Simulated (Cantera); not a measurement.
Charge: 1 mol SiHCl3, 0.66 mol C2H2, a varied amount of H2, at 2125 °C and 0.100 bar.

Equilibrium computed with Cantera from the NASA thermochemical tables; the gas is ideal and each condensed phase is pure. Candidate condensed phases: C, C6H6, C7H8, C8H18, Si, SiC; 109 gas species. Gases not in the tables: Si2H6 and higher silanes. The numbers say what is thermodynamically allowed, not how fast it happens.

Question: What share of the Si ends up in condensed phases as a function of n(H2) (mol), at 9.5, 23, 56, 130, 330, 790, 1900?

Answer: 
```csv
n(H2) (mol),Si condensed (%),as
9.5,69.9,SiC(s)
23,71.8,SiC(s)
56,53.9,SiC(s)
130,0.0,-
330,0.0,-
790,0.0,-
1900,0.0,-
```
